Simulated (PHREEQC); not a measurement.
A solution holds 1.3 mmol/kgw K2CO3, 4.8 mmol/kgw Fe(NO3)3 and 10 mmol/kgw KH2PO4, at 25 °C. Closed to the air; pH follows from the charge balance.

The numbers come from PHREEQC with the ion-association model, wateq4f.dat.

```json
[
 {"quantity": "pH", "before": "4.30", "after": "3.69"},
 {"quantity": "ionic strength (mol/kgw)", "before": "0.0248", "after": "0.0244"},
 {"quantity": "H2PO4- (mol/kgw)", "before": "0.00663", "after": "0.00531"},
 {"quantity": "H3PO4 (mol/kgw)", "before": "4.22e-5", "after": "0.000137"},
 {"quantity": "HPO4-2 (mol/kgw)", "before": "1.28e-5", "after": "2.51e-6"},
 {"quantity": "KHPO4- (mol/kgw)", "before": "1.72e-7", "after": "2.70e-8"}
]
```

Task: Which change was made?
(A) diluted 100-fold with water
(B) Fe(NO3)3 left out
(C) K2CO3 left out
(D) K2CO3 replaced by K2SiO3 at the same molality

Result: C, K2CO3 left out

This is a speciation only: nothing precipitates in the calculation. Some of these states are supersaturated (in Strengite, Fe(OH)3(a), for instance). H3PO4, which wateq4f.dat lacks, is added to it with the constant of phreeqc.dat.
